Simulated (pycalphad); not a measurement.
CALPHAD calculation (pycalphad, COST 507 light-alloy database (1999)), 1 atm. The data set is of 1999 and partly superseded.

**Question.** Which phases does Ta-36 at.% Ti hold at 2377 °C, with what compositions and amounts?

**Answer.** bcc with 25.3 at.% Ti and liquid with 41.0 at.% Ti. The lever rule gives (36 − 25.3)/(41.0 − 25.3) = 0.68 of liquid and 0.32 of bcc.

**Question.** Which phases does Ta-15 at.% Ti hold at 227 °C, with what compositions and amounts?

**Answer.** bcc with 5.2 at.% Ti and hcp with 99.47 at.% Ti. The lever rule gives (15 − 5.2)/(99.5 − 5.2) = 0.10 of hcp and 0.90 of bcc.

**Question.** Which phases does Ta-57 at.% Ti hold at 577 °C, with what compositions and amounts?

**Answer.** bcc with 42.0 at.% Ti and hcp with 96.8 at.% Ti. The lever rule gives (57 − 42.0)/(96.8 − 42.0) = 0.27 of hcp and 0.73 of bcc.

**Question.** Which phases does Ta-90 at.% Ti hold at 477 °C, with what compositions and amounts?

**Answer.** bcc with 24.5 at.% Ti and hcp with 97.6 at.% Ti. The lever rule gives (90 − 24.5)/(97.6 − 24.5) = 0.90 of hcp and 0.10 of bcc.
